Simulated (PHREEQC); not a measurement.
Solution (70 °C): 1.1 mmol/kgw NH4HF2, 1.7 mmol/kgw H2SiF6, 30 mmol/kgw H3BO3 and 1.9 mmol/kgw HCl. Closed to the air; pH follows from the charge balance.

Model: ion-association model, wateq4f.dat, run in PHREEQC.

No solid was allowed to form.

Problem. Order these F species by the share of F that they hold, largest first: BF3OH-, BF4-, BF2(OH)2-, F-, HF.

Solution. BF4- (47 %), HF (31 %), BF2(OH)2- (10.0 %), BF3OH- (8.5 %), F- (2.8 %)

Problem. Order these B species by the share of B that they hold, largest first: BF3OH-, BF2(OH)2-, H3BO3, BF4-.

Solution. H3BO3 (92 %), BF4- (4.9 %), BF2(OH)2- (2.1 %), BF3OH- (1.2 %)

The pH is 2.47 and the ionic strength 0.00472 mol/kgw. Examples of supersaturated solids here: Quartz (slow to form), Chalcedony (slow to form). Others may be too. Species that the database lacks are ignored. At this temperature some constants are extrapolated from 25 °C, and those without enthalpy data are left unchanged. SiF6-2 is the database's only silicon fluoride. Real BF4- forms and hydrolyses slowly; the run takes it at equilibrium.
